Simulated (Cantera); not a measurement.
A perfectly stirred reactor is fed with CH₄ : H₂ = 0.038 : 1 (molar parts), at 0.266 atm; it is held at 2300 K, and followed from long to short residence time.

Detailed kinetics in Cantera: GRI-Mech 3.0 (53 species, 325 reactions). GRI-Mech 3.0 stops at C3 and has no aromatics, soot or wall deposition, so with more carbon than oxygen in the feed, carbon stays in small species such as C2H2 where larger ones or solid carbon would form.

Question: Predict: x(CH₄) at τ = 4.80 s; x(H₂) at τ = 4.80 s; x(CH₃) at τ = 4.80 s; x(CH₂) at τ = 4.80 s; x(CH₄) at τ = 39.0 ms; x(H₂) at τ = 39.0 ms; x(C₂H₆) at τ = 39.0 ms; x(CH₃) at τ = 39.0 ms; x(CH₂) at τ = 39.0 ms.

Answer: 
- x(CH₄) at τ = 4.80 s = 0.000147
- x(H₂) at τ = 4.80 s = 0.964
- x(CH₃) at τ = 4.80 s = 5.24e-5
- x(CH₂) at τ = 4.80 s = 1.50e-6
- x(CH₄) at τ = 39.0 ms = 0.00121
- x(H₂) at τ = 39.0 ms = 0.965
- x(C₂H₆) at τ = 39.0 ms = 2.97e-8
- x(CH₃) at τ = 39.0 ms = 0.000401
- x(CH₂) at τ = 39.0 ms = 1.03e-5
